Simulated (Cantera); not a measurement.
What does this Cantera script print?

```python
import numpy as np
import cantera as ct

gas_names = """
    AL ALH ALO ALOH ALO2 ALO2H AL2 AL2O AL2O2 H HALO HO2 H2 H2O H2O2 O OH O2 O3
""".split()
cond_names = """
    AL(cr) AL(L) AL2O3(a) AL2O3(L) H2O(s) H2O(L)
""".split()


# ... load() reads the species with a 1 bar reference pressure and builds the phases ...
atoms = {
    'Al': {'AL': 1},
    'O2': {'O': 2},
    'H2': {'H': 2},
}
top_T = {}  # K; cautious upper limits of use, not melting points


# ... equilibrate(T, P, feed) seeds the gas with the atoms and calls Mixture.equilibrate('TP', solver="vcs", rtol=1e-11, max_steps=5000) ...
results = []
feed = {'Al': 1, 'O2': 27, 'H2': 5.2}  # mol
P = 100000  # Pa
for T in [1773, 1823, 1873, 1923, 1973, 2023, 2073, 2123, 2173]:
    mix = equilibrate(T, P, feed)
    results.append((T, P, feed, dict(zip(mix.species_names, mix.species_moles))))

top = {s: max(r[3][s] / sum(r[3][g] for g in gas_names) for r in results) for s in gas_names}
cols = sorted((s for s in top if top[s] > 1e-05), key=lambda s: -top[s])[:6]
seen = [c for c in cond_names if any(r[3].get(c, 0) > 1e-12 for r in results)]
print("log10 of partial pressures in bar; condensed amounts in mol")
print(f"{'T/K':>10s}" + "".join(f"{s[:9]:>10s}" for s in cols + seen))
for T, P, feed, n in results:
    ng = sum(n[g] for g in gas_names)
    print(f"{T:10.4g}" + "".join(f"{np.log10(max(n[s] / ng * P / 1e5, 1e-99)):10.3f}" for s in cols)
          + "".join(f"{n.get(c, 0):10.4g}" for c in seen))
```

Result:

```
log10 of partial pressures in bar; condensed amounts in mol
       T/K        O2       H2O        OH         O        H2         H  AL2O3(a)
      1773    -0.087    -0.746    -2.958    -4.071    -5.082    -6.087       0.5
      1823    -0.087    -0.746    -2.827    -3.865    -4.880    -5.803       0.5
      1873    -0.087    -0.747    -2.703    -3.670    -4.688    -5.534       0.5
      1923    -0.087    -0.748    -2.585    -3.485    -4.507    -5.279       0.5
      1973    -0.087    -0.749    -2.474    -3.309    -4.335    -5.037       0.5
      2023    -0.088    -0.750    -2.368    -3.143    -4.172    -4.807       0.5
      2073    -0.088    -0.752    -2.268    -2.984    -4.016    -4.588       0.5
      2123    -0.089    -0.754    -2.172    -2.832    -3.869    -4.380       0.5
      2173    -0.089    -0.756    -2.082    -2.688    -3.729    -4.181       0.5
```

Method: chemical equilibrium by Gibbs-energy minimisation in Cantera with the NASA 1993 tables (ideal gas, pure condensed phases). Gases not in the tables: Al(OH)3.
